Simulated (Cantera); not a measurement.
Input: 1 mol SiH₄, 52 mol H₂, 0.8 mol CH₄, at 1.33 mbar.

Equilibrium computed with Cantera from the NASA thermochemical tables; the gas is ideal and each condensed phase is pure. Candidate condensed phases: C, C₆H₆, C₇H₈, C₈H₁₈, Si, SiC; 87 gas species. Mutual solubility and eutectic melting of coexisting phases are not modelled. Gases not in the tables: Si₂H₆ and higher silanes. Kinetics and transport are ignored.

Which condensed phases are stable at each of these points (T (K)): 1450, 1550, 1650, 1750, 1850, 1950, 2050, 2150, 2250?


```json
[
 {"T (K)": "1450", "condensed phases": "Si(s) + SiC(s)", "Si condensed (%)": "100.0"},
 {"T (K)": "1550", "condensed phases": "Si(s) + SiC(s)", "Si condensed (%)": "99.8"},
 {"T (K)": "1650", "condensed phases": "Si(s) + SiC(s)", "Si condensed (%)": "98.7"},
 {"T (K)": "1750", "condensed phases": "Si(l) + SiC(s)", "Si condensed (%)": "93.1"},
 {"T (K)": "1850", "condensed phases": "SiC(s)", "Si condensed (%)": "79.7"},
 {"T (K)": "1950", "condensed phases": "SiC(s)", "Si condensed (%)": "79.2"},
 {"T (K)": "2050", "condensed phases": "SiC(s)", "Si condensed (%)": "69.6"},
 {"T (K)": "2150", "condensed phases": "C(graphite)", "Si condensed (%)": "0.0"},
 {"T (K)": "2250", "condensed phases": "C(graphite)", "Si condensed (%)": "0.0"}
]
```

From 1450 K to 1650 K the condensed part is Si(s) + SiC(s). At 1750 K the condensed part is Si(l) + SiC(s). From 1850 K to 2050 K the condensed part is SiC(s). From 2150 K to 2250 K the condensed part is C(graphite).
